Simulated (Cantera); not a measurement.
Feed: 1 mol Si(CH3)4, 0.19 mol C2H2, 1800 mol H2, equilibrated at 6100 Pa.

Equilibrium computed with Cantera from the NASA thermochemical tables; the gas is ideal and each condensed phase is pure. Candidate condensed phases: C, C6H6, C7H8, C8H18, Si, SiC; 87 gas species. Gases not in the tables: Si2H6 and higher silanes. The numbers say what is thermodynamically allowed, not how fast it happens.

At 2075 K, list the 4 most abundant gas species with their mole fractions, and the condensed phases.

H2 0.988, H 0.0107, C2H2 (acetylene) 0.000999, Si 0.000133. Condensed: SiC(s).
